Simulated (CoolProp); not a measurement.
The fluid at 438.92 K and 1.95 MPa flows at 16 m/s in a round tube of 25 mm bore and 1.5 µm roughness, fully developed (64/Re and Nu = 3.66 if laminar; Colebrook and Gnielinski if turbulent). The same conditions are run with several fluids, on thermodynamics alone (safety and materials aside).

The numbers come from the reference Helmholtz-energy equation of state of each fluid (propylene: Lemmon 2013; c-C4F8 (RC318): Platzer 1990; R227EA: Lemmon 2016; carbon dioxide: Span 1996; isobutane: Bücker 2006) in CoolProp. The equations of Platzer and Polt are older, rougher fits.

Problem. Rank propylene, c-C4F8 (RC318), R227EA, carbon dioxide, isobutane by Reynolds number, highest first.

Solution. c-C4F8 (RC318) (2710000), R227EA (2330000), isobutane (1280000), propylene (742000), carbon dioxide (446000)

```tsv
fluid	Darcy friction factor	pressure drop (Pa/m)	heat-transfer coefficient (W/(m² K))	mass flow (kg/h)
propylene	0.0133	1670	1540	693
c-C4F8 (RC318)	0.0118	7710	3360	3620
R227EA	0.0119	6400	2940	2970
carbon dioxide	0.0142	1750	757	682
isobutane	0.0125	2360	2500	1040
```

Transport values come from each fluid's own correlations; those of propylene, c-C4F8 (RC318), R227EA are estimates that may be off by 10 % or more.
